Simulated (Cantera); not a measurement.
A closed system holds: 1 mol Nb₂O₅, 570 mol H₂, held at 220 Pa.

Method: chemical equilibrium by Gibbs-energy minimisation in Cantera with the NASA 1993 tables (ideal gas, pure condensed phases). Candidate condensed phases: H₂O, Nb, NbO, NbO₂, Nb₂O₅; 12 gas species. Mutual solubility and eutectic melting of coexisting phases are not modelled. NbO: taken at fixed stoichiometry. Condensed phases not in the tables: the oxides between NbO₂ and Nb₂O₅. Rates play no part.

x: gas mole fraction; n: condensed amount in mol.

```json
[
 {"T (°C)": "700", "x H₂": "0.998", "x H": "2.30e-8", "x H₂O": "0.00175", "x NbO₂": "<1e-12", "x NbO": "<1e-12", "x OH": "<1e-12", "x O": "<1e-12", "n NbO₂(s)": "2.00", "n NbO(s)": "0"},
 {"T (°C)": "800", "x H₂": "0.998", "x H": "2.98e-7", "x H₂O": "0.00175", "x NbO₂": "<1e-12", "x NbO": "<1e-12", "x OH": "1.96e-12", "x O": "<1e-12", "n NbO₂(s)": "2.00", "n NbO(s)": "0"},
 {"T (°C)": "900", "x H₂": "0.998", "x H": "2.51e-6", "x H₂O": "0.00175", "x NbO₂": "<1e-12", "x NbO": "<1e-12", "x OH": "3.04e-11", "x O": "<1e-12", "n NbO₂(s)": "2.00", "n NbO(s)": "0"},
 {"T (°C)": "1000", "x H₂": "0.998", "x H": "1.52e-5", "x H₂O": "0.00175", "x NbO₂": "8.72e-12", "x NbO": "<1e-12", "x OH": "3.08e-10", "x O": "<1e-12", "n NbO₂(s)": "2.00", "n NbO(s)": "0"},
 {"T (°C)": "1100", "x H₂": "0.998", "x H": "7.09e-5", "x H₂O": "0.00175", "x NbO₂": "4.29e-10", "x NbO": "___", "x OH": "2.23e-9", "x O": "<1e-12", "n NbO₂(s)": "2.00", "n NbO(s)": "0"},
 {"T (°C)": "1200", "x H₂": "0.998", "x H": "0.000269", "x H₂O": "0.00175", "x NbO₂": "1.22e-8", "x NbO": "___", "x OH": "1.23e-8", "x O": "2.92e-12", "n NbO₂(s)": "2.00", "n NbO(s)": "0"},
 {"T (°C)": "1300", "x H₂": "0.997", "x H": "0.000866", "x H₂O": "0.00219", "x NbO₂": "2.25e-7", "x NbO": "___", "x OH": "6.87e-8", "x O": "5.01e-11", "n NbO₂(s)": "1.75", "n NbO(s)": "0.251"},
 {"T (°C)": "1400", "x H₂": "0.994", "x H": "0.00242", "x H₂O": "0.00355", "x NbO₂": "2.88e-6", "x NbO": "___", "x OH": "4.16e-7", "x O": "8.19e-10", "n NbO₂(s)": "0.972", "n NbO(s)": "1.03"},
 {"T (°C)": "1500", "x H₂": "0.989", "x H": "0.00603", "x H₂O": "0.00522", "x NbO₂": "2.65e-5", "x NbO": "___", "x OH": "1.97e-6", "x O": "9.40e-9", "n NbO₂(s)": "0", "n NbO(s)": "1.98"},
 {"T (°C)": "1600", "x H₂": "0.981", "x H": "0.0136", "x H₂O": "0.00509", "x NbO₂": "0.000132", "x NbO": "___", "x OH": "5.49e-6", "x O": "5.77e-8", "n NbO₂(s)": "0", "n NbO(s)": "1.92"},
 {"T (°C)": "1700", "x H₂": "0.966", "x H": "0.0283", "x H₂O": "0.00465", "x NbO₂": "0.000525", "x NbO": "___", "x OH": "1.29e-5", "x O": "2.78e-7", "n NbO₂(s)": "0", "n NbO(s)": "1.67"},
 {"T (°C)": "1800", "x H₂": "0.940", "x H": "0.0544", "x H₂O": "0.00356", "x NbO₂": "0.00153", "x NbO": "___", "x OH": "2.34e-5", "x O": "9.71e-7", "n NbO₂(s)": "0", "n NbO(s)": "0.957"},
 {"T (°C)": "1900", "x H₂": "0.897", "x H": "0.0974", "x H₂O": "0.00245", "x NbO₂": "0.00250", "x NbO": "___", "x OH": "3.57e-5", "x O": "2.72e-6", "n NbO₂(s)": "0", "n NbO(s)": "0"},
 {"T (°C)": "2000", "x H₂": "0.831", "x H": "0.163", "x H₂O": "0.00249", "x NbO₂": "0.00225", "x NbO": "___", "x OH": "7.58e-5", "x O": "1.02e-5", "n NbO₂(s)": "0", "n NbO(s)": "0"}
]
```

Task: Some entries are withheld; supply them.

Result: 
- 1100, x NbO: 2.00e-12
- 1200, x NbO: 1.37e-10
- 1300, x NbO: 4.29e-9
- 1400, x NbO: 6.62e-8
- 1500, x NbO: 7.43e-7
- 1600, x NbO: 6.39e-6
- 1700, x NbO: 4.39e-5
- 1800, x NbO: 0.000249
- 1900, x NbO: 0.000827
- 2000, x NbO: 0.000965
